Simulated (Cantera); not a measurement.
## Roasting and sulfation: MgO + H₂S + N₂

Charge: 1 mol MgO, 0.21 mol H₂S, 36 mol N₂, held at 0.0133 bar.

Cantera equilibrium calculation (NASA polynomials, part measured and part estimated; ideal gas, pure solids and liquids). Candidate condensed phases: H₂O, H₂SO₄, Mg, MgO, Mg(OH)₂, MgS, MgSO₄, S; 43 gas species. Mutual solubility and eutectic melting of coexisting phases are not modelled. Gases not in the tables: S₃ to S₇. Equilibrium is a limit: real reactors are often held back by kinetics, nucleation or transport.

From 1148 K to 1448 K the condensed part is MgO(s) + MgS(s). From 1548 K to 1848 K the condensed part is MgO(s).

```tsv
T (K)	x N₂	x H₂	x S₂	x Mg	x H₂S	x H₂O	x S	x H	n MgO(s)	n MgS(s)
1148	0.992	0.00480	0.00240	3.50e-11	0.000913	6.42e-5	8.38e-8	4.30e-8	0.998	0.00233
1248	0.992	0.00524	0.00262	3.30e-9	0.000487	4.54e-5	5.39e-7	2.93e-7	0.998	0.00165
1348	0.991	0.00546	0.00272	1.60e-7	0.000271	3.20e-5	2.59e-6	1.48e-6	0.999	0.00116
1448	0.991	0.00557	0.00277	4.52e-6	0.000160	2.30e-5	9.93e-6	5.96e-6	0.999	0.000684
1548	0.991	0.00560	0.00279	3.81e-5	9.89e-5	3.69e-5	3.19e-5	2.00e-5	0.999	0
1648	0.991	0.00553	0.00275	0.000123	6.33e-5	0.000109	8.84e-5	5.73e-5	0.995	0
1748	0.991	0.00533	0.00264	0.000363	4.10e-5	0.000266	0.000215	0.000144	0.987	0
1848	0.990	0.00497	0.00235	0.00101	2.57e-5	0.000529	0.000455	0.000324	0.963	0
```
x: gas mole fraction; n: condensed amount in mol.
